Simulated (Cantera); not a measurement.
Cantera run:

```python
import numpy as np
import cantera as ct

gas_names = """
    N O NO NO2 O2 O3 N2
""".split()
cond_names = """

""".split()


def load(file, names, dense=False):
    # The tables refer to 1 bar. Condensed volumes are neglected.
    table = {s.name: s for s in ct.Species.list_from_file(file)}
    out = []
    for n in names:
        d = dict(table[n].input_data)
        d["thermo"] = dict(d["thermo"], **{"reference-pressure": 1e5})
        if dense:
            d["equation-of-state"] = {"model": "constant-volume", "density": "1e6 g/cm^3"}
        out.append(ct.Species.from_dict(d))
    return out


species = {s.name: s for s in load("nasa_gas.yaml", gas_names) + load("nasa_condensed.yaml", cond_names)}
# Each term lists the table entries of one substance; the one whose range holds T is used.
reactions = {
    'N(g) + O(g) = NO(g)':
        [(-1, ['N']), (-1, ['O']), (1, ['NO'])],
    'NO2(g) = O2(g) + N(g)':
        [(-1, ['NO2']), (1, ['O2']), (1, ['N'])],
    '3 NO(g) = 3 N(g) + O3(g)':
        [(-3, ['NO']), (3, ['N']), (1, ['O3'])],
    'N2(g) + 2 O(g) = 2 NO(g)':
        [(-1, ['N2']), (-2, ['O']), (2, ['NO'])],
}


def pick(names, T):
    return next(species[n] for n in names if species[n].thermo.min_temp <= T <= species[n].thermo.max_temp)


results = []
for label, terms in reactions.items():
    print(label)
    print("     T/K   dH/kJ  dS/(J/K)   dG/kJ   log10 K")
    for T in [1000, 1200, 1400, 1600, 1800, 2000, 2200, 2400]:
        used = [(nu, pick(names, T)) for nu, names in terms]
        dH = sum(nu * s.thermo.h(T) for nu, s in used) / 1e6
        dS = sum(nu * s.thermo.s(T) for nu, s in used) / 1e3
        dG = dH - T * dS / 1e3
        logK = -dG * 1e6 / (ct.gas_constant * T * np.log(10))
        results.append((label, T, dH, dS, dG, logK, [s.name for _, s in used]))
        print(f"{T:8g} {dH:8.1f} {dS:8.1f} {dG:8.1f} {logK:8.2f}")
```

Result:

```
N(g) + O(g) = NO(g)
     T/K   dH/kJ  dS/(J/K)   dG/kJ   log10 K
    1000   -637.8   -116.7   -521.1    27.22
    1200   -639.3   -118.0   -497.6    21.66
    1400   -640.6   -119.1   -473.9    17.68
    1600   -641.8   -119.8   -450.0    14.69
    1800   -642.8   -120.5   -426.0    12.36
    2000   -643.9   -121.0   -401.8    10.49
    2200   -644.8   -121.5   -377.6     8.96
    2400   -645.7   -121.9   -353.2     7.69
NO2(g) = O2(g) + N(g)
     T/K   dH/kJ  dS/(J/K)   dG/kJ   log10 K
    1000    443.1    127.4    315.6   -16.49
    1200    443.5    127.8    290.1   -12.63
    1400    443.8    128.1    264.5    -9.87
    1600    444.1    128.3    238.9    -7.80
    1800    444.2    128.3    213.2    -6.19
    2000    444.3    128.4    187.5    -4.90
    2200    444.4    128.4    161.8    -3.84
    2400    444.4    128.4    136.2    -2.96
3 NO(g) = 3 N(g) + O3(g)
     T/K   dH/kJ  dS/(J/K)   dG/kJ   log10 K
    1000   1298.3     87.4   1210.9   -63.25
    1200   1301.2     90.1   1193.1   -51.93
    1400   1304.0     92.2   1174.9   -43.83
    1600   1306.8     94.1   1156.3   -37.75
    1800   1310.0     95.9   1137.3   -33.00
    2000   1313.8     98.0   1117.9   -29.20
    2200   1318.3    100.1   1098.1   -26.07
    2400   1323.7    102.4   1077.8   -23.46
N2(g) + 2 O(g) = 2 NO(g)
     T/K   dH/kJ  dS/(J/K)   dG/kJ   log10 K
    1000   -322.5   -104.7   -217.8    11.38
    1200   -323.8   -105.8   -196.8     8.57
    1400   -324.9   -106.7   -175.5     6.55
    1600   -325.9   -107.3   -154.1     5.03
    1800   -326.8   -107.9   -132.6     3.85
    2000   -327.7   -108.3   -111.0     2.90
    2200   -328.5   -108.7    -89.3     2.12
    2400   -329.3   -109.1    -67.5     1.47
```

Source: NASA polynomial tables (part measured, part estimated), evaluated in Cantera. Condensed species are held in their standard states even where they would react or evaporate.
